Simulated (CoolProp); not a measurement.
Isobutane at 293.15 K and 0.538 MPa flows at 0.15 m/s in a round tube of 100 mm bore and 1.5 µm roughness, fully developed (64/Re and Nu = 3.66 if laminar; Colebrook and Gnielinski if turbulent). Each further row changes one setting.

Computed with CoolProp (reference Helmholtz-energy equation of state, Bücker 2006).

```json
[
 {"case": "as stated", "Reynolds number": "52300", "Darcy friction factor": "0.0207", "pressure drop (Pa/m)": "1.30", "heat-transfer coefficient (W/(m² K))": "…", "mass flow (kg/h)": "2360"},
 {"case": "velocity 0.3 m/s", "Reynolds number": "105000", "Darcy friction factor": "0.0179", "pressure drop (Pa/m)": "…", "heat-transfer coefficient (W/(m² K))": "452", "mass flow (kg/h)": "…"},
 {"case": "diameter 200 mm", "Reynolds number": "105000", "Darcy friction factor": "0.0179", "pressure drop (Pa/m)": "0.560", "heat-transfer coefficient (W/(m² K))": "226", "mass flow (kg/h)": "9450"}
]
```

Complete the blanks.


- as stated, heat-transfer coefficient (W/(m² K)): 250
- velocity 0.3 m/s, pressure drop (Pa/m): 4.49
- velocity 0.3 m/s, mass flow (kg/h): 4730

Viscosity comes from a separate model (Vogel 2000). Thermal conductivity comes from a separate model (Perkins 2002).
